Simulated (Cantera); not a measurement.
Input (Python, Cantera):

```python
import numpy as np
import cantera as ct

gas = ct.Solution("h2o2.yaml")
gas.TPX = 573, 500000, {'H2': 1, 'O2': 0.862, 'N2': 2.84}
flame = ct.FreeFlame(gas, width=0.013)
flame.set_refine_criteria(ratio=3, slope=0.08, curve=0.16)
flame.transport_model = "mixture-averaged"
flame.solve(loglevel=0, auto=True)
z, T = flame.grid, flame.T
thick = (T[-1] - T[0]) / np.gradient(T, z).max()
show = ['H2', 'O2', 'H2O', 'O', 'H', 'H2O2']
print(f"laminar burning velocity  {flame.velocity[0] * 100:.3f} cm/s")
print(f"burnt temperature         {T[-1]:.1f} K")
print(f"thermal thickness         {thick * 1e3:.4f} mm")
print(f"grid points               {len(z)}")
z0 = z[flame.heat_release_rate.argmax()]
print(f"{'z/mm':>9s}{'T/K':>9s}{'u/(m/s)':>9s}" + "".join(f"{s:>11s}" for s in show))
rows = []
for k in (-3, -2, -1.5, -1, -0.5, -0.25, 0, 0.25, 0.5, 1, 2, 4, 8):
    zz = z0 + k * thick
    rows.append([k * thick, np.interp(zz, z, T), np.interp(zz, z, flame.velocity),
                 *(np.interp(zz, z, flame.X[gas.species_index(s)]) for s in show)])
    print(f"{rows[-1][0] * 1e3:9.3f}{rows[-1][1]:9.1f}{rows[-1][2]:9.3f}" + "".join(f"{x:11.3e}" for x in rows[-1][3:]))
```

Result:

```
laminar burning velocity  266.403 cm/s
burnt temperature         2098.9 K
thermal thickness         0.0581 mm
grid points               108
     z/mm      T/K  u/(m/s)         H2         O2        H2O          O          H       H2O2
   -0.174    573.0    2.663  2.121e-01  1.835e-01  1.160e-06  2.566e-11  2.624e-13  2.543e-09
   -0.116    573.4    2.658  2.102e-01  1.839e-01  1.668e-05  1.189e-09  1.233e-11  4.848e-08
   -0.087    575.1    2.653  2.059e-01  1.849e-01  1.232e-04  1.543e-08  1.737e-10  4.563e-07
   -0.058    585.0    2.664  1.940e-01  1.873e-01  9.072e-04  1.963e-07  4.877e-09  4.257e-06
   -0.029    717.8    3.138  1.507e-01  1.898e-01  1.630e-02  2.032e-05  4.376e-05  8.152e-05
   -0.015   1014.5    4.326  1.070e-01  1.761e-01  5.814e-02  4.099e-04  1.109e-03  1.202e-04
    0.000   1380.9    5.816  5.958e-02  1.442e-01  1.225e-01  2.582e-03  4.637e-03  2.897e-05
    0.015   1641.0    6.890  2.734e-02  1.136e-01  1.731e-01  5.276e-03  6.647e-03  5.876e-06
    0.029   1791.9    7.511  1.338e-02  9.821e-02  1.975e-01  6.080e-03  5.704e-03  3.511e-06
    0.058   1934.7    8.081  5.900e-03  9.051e-02  2.132e-01  4.580e-03  2.866e-03  2.068e-06
    0.116   2030.8    8.448  2.563e-03  8.918e-02  2.220e-01  2.139e-03  8.332e-04  1.186e-06
    0.233   2077.1    8.620  9.106e-04  8.949e-02  2.267e-01  7.688e-04  1.728e-04  6.721e-07
    0.465   2094.1    8.681  3.394e-04  8.992e-02  2.286e-01  3.005e-04  4.099e-05  4.468e-07
```

Computed with Cantera and the H2/O2 subset of GRI-Mech 3.0, which has no nitrogen chemistry. The hydrogen kinetics of GRI-Mech 3.0 are dated; newer H2 mechanisms differ, most at raised pressure. Burning velocities carry a grid error of a few per cent, more on coarse grids. Lean hydrogen flames are cellular in practice and burn faster than this planar one.
